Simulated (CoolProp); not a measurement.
Properties of R115 along the isobar 4.67 MPa.

Model: reference Helmholtz-energy equation of state, Lemmon 2016, in CoolProp.

```csv
T (K),phase,cv (kJ/(kg K)),speed of sound (m/s),Joule-Thomson coefficient (K/MPa),isothermal compressibility (1/MPa),fugacity coefficient
340.4,liquid,0.7760,239.5,0.8430,0.02580,0.4121
351.8,liquid,0.7969,189.5,1.594,0.04895,0.4794
363.2,supercritical,0.8252,134.2,3.529,0.1386,0.5456
374.6,supercritical,0.8574,94.93,8.074,0.4799,0.6049
386,supercritical,[?],96.50,9.454,0.4653,0.6511
397.4,supercritical,0.8388,104.6,8.673,0.3862,0.6881
408.8,supercritical,0.8372,112.4,7.722,0.3407,0.7194
420.2,supercritical,0.8395,119.3,6.892,0.3124,0.7465
431.6,supercritical,0.8439,125.4,6.197,[?],0.7704
443,supercritical,[?],131.0,5.615,0.2792,0.7917
454.4,supercritical,0.8558,136.1,5.123,[?],0.8109
465.8,supercritical,0.8625,140.8,4.702,0.2603,0.8281
477.2,supercritical,0.8693,145.1,4.337,0.2536,0.8437
488.6,supercritical,[?],149.2,[?],0.2481,0.8579
500,supercritical,0.8829,153.1,3.738,0.2435,[?]
```

Some entries are withheld; supply them.


- 386, cv (kJ/(kg K)): 0.8477
- 431.6, isothermal compressibility (1/MPa): 0.2931
- 443, cv (kJ/(kg K)): 0.8496
- 454.4, isothermal compressibility (1/MPa): 0.2686
- 488.6, cv (kJ/(kg K)): 0.8761
- 488.6, Joule-Thomson coefficient (K/MPa): 4.019
- 500, fugacity coefficient: 0.8709
